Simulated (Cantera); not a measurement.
Cantera run:

```python
import numpy as np
import cantera as ct

gas_names = """
    AL ALH ALN ALO ALOH ALO2 ALO2H AL2 AL2O AL2O2 H HALO HNO HNO2 HNO3 HO2 H2 H2O H2O2 N NH NH2 NH3
    NH2OH NO NO2 NO3 N2 N2H2 N2H4 N2O O OH O2 O3
""".split()
cond_names = """
    AL(cr) AL(L) ALN(s) AL2O3(a) AL2O3(L) H2O(s) H2O(L)
""".split()


# ... load() reads the species with a 1 bar reference pressure and builds the phases ...
atoms = {
    'Al': {'AL': 1},
    'H2O': {'H': 2, 'O': 1},
    'N2': {'N': 2},
    'O2': {'O': 2},
}
top_T = {'ALN(s)': 2750}  # K; cautious upper limits of use, not melting points


# ... equilibrate(T, P, feed) seeds the gas with the atoms and calls Mixture.equilibrate('TP', solver="vcs", rtol=1e-11, max_steps=5000) ...
results = []
feed = {'Al': 1, 'H2O': 11, 'N2': 1.3, 'O2': 13}  # mol
T = 723.15  # K
P = 10000  # Pa
mix = equilibrate(T, P, feed)
results.append((T, P, feed, dict(zip(mix.species_names, mix.species_moles))))
x = sorted(zip(gas.X, gas.species_names), reverse=True)
print(f"T = {T:g} K  P = {P:g} Pa  gas = {mix.phase_moles(0):.4g} mol")
print("   x: " + "  ".join(f"{s} {v:.3e}" for v, s in x if v > 0.0001))
print("   condensed (mol): " + ("  ".join(f"{mix.phase(i).name} {mix.phase_moles(i):.4g}"
      for i in range(1, mix.n_phases) if mix.phase_moles(i) > 1e-12) or "none"))
```

It prints:

```
T = 723.15 K  P = 10000 Pa  gas = 24.55 mol
   x: O2 4.990e-01  H2O 4.481e-01  N2 5.295e-02
   condensed (mol): AL2O3(a) 0.5
```

These are equilibrium values from Cantera (NASA tables, ideal gas, pure condensed phases), not measurements of a reactor.
